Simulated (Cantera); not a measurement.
**Equilibrium for abatement and gas-phase synthesis: HI + H₂ + O₂ + H₂O**

Charge: 1 mol HI, 0.07 mol H₂, 2.4 mol O₂, 0.37 mol H₂O, at 600 Pa.

Method: chemical equilibrium by Gibbs-energy minimisation in Cantera with the NASA 1993 tables (ideal gas, pure condensed phases). Candidate condensed phases: H₂O, I₂; 12 gas species. The numbers say what is thermodynamically allowed, not how fast it happens.

| T (°C) | x O | x O₂ | x I | x H₂O | x H | x OH | x H₂ |
|---|---|---|---|---|---|---|---|
| 1700 | 0.00502 | 0.513 | 0.245 | 0.223 | 0.000535 | 0.0120 | 0.000942 |
| 1850 | 0.0149 | 0.502 | 0.242 | 0.212 | 0.00240 | 0.0235 | 0.00268 |
| 2000 | 0.0378 | 0.478 | 0.237 | 0.192 | 0.00864 | 0.0405 | 0.00635 |
| 2150 | 0.0834 | 0.435 | 0.226 | 0.157 | 0.0255 | 0.0609 | 0.0124 |
| 2300 | 0.161 | 0.366 | 0.208 | 0.107 | 0.0614 | 0.0772 | 0.0192 |
| 2450 | 0.270 | 0.276 | 0.184 | 0.0543 | 0.117 | 0.0777 | 0.0214 |
| 2600 | 0.393 | 0.180 | 0.160 | 0.0186 | 0.173 | 0.0593 | 0.0162 |
| 2750 | 0.501 | 0.100 | 0.143 | 0.00454 | 0.207 | 0.0355 | 0.00896 |
| 2900 | 0.571 | 0.0497 | 0.133 | 0.000962 | 0.222 | 0.0186 | 0.00433 |
x: gas mole fraction; nothing condenses.

From 1700 °C to 2900 °C nothing is condensed.
